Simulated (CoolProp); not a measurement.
Values from CoolProp's reference Helmholtz-energy equation of state, Akasaka 2022.

Q: Give the vapour pressure (MPa), liquid density (kg/m³), vapour density (kg/m³) of saturated R1233zd(E) at 30.75 °C.

A: 
```csv
T (°C),p (MPa),liquid density (kg/m³),vapour density (kg/m³)
30.75,0.159,1250,8.73
```
